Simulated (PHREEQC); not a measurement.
Solution (7.2 °C): 0.00048 mol HF, 5.3e-06 mol (NH4)2SiF6 and 0.001 mol HBF4 per kg of water. Closed to the air; pH follows from the charge balance.

Equilibrium calculation in PHREEQC: ion-association model, phreeqc.dat.

This is a speciation only: nothing precipitates in the calculation.

Q: Estimate the pH.

A: pH 2.83.

Q: In which forms is B present?

A: H3BO3 52 %, BF4- 39 %, BF3OH- 6.4 %, BF2(OH)2- 2.8 % of the B.

Species that the database lacks are ignored. At this temperature some constants are extrapolated from 25 °C, and those without enthalpy data are left unchanged. SiF6-2 is the database's only silicon fluoride. Real BF4- forms and hydrolyses slowly; the run takes it at equilibrium.
